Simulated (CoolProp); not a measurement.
A single-stage vapour-compression cycle with sulfur dioxide: evaporating at 291.15 K (dew point), condensing at 361.15 K (bubble point), superheat 5 K, subcooling 8 K, compressor efficiency 0.85, no pressure losses. Each further row changes one setting.

Model: reference Helmholtz-energy equation of state, Gao 2016, in CoolProp.

```tsv
case	cooling COP	pressure ratio	discharge temperature (K)	refrigerating effect (kJ/kg)	volumetric capacity (kJ/m³)
as stated	2.76	6.99	460.2	277	2350
evaporating temperature 296.15 K	3.08	5.88	450.5	279	2790
condensing temperature 356.15 K	3.04	6.25	449.3	285	2420
subcooling 13 K	2.84	6.99	460.2	285	2420
superheat 15 K	2.72	6.99	474.2	284	2320
compressor efficiency 0.75	2.43	6.99	476.9	277	2350
```
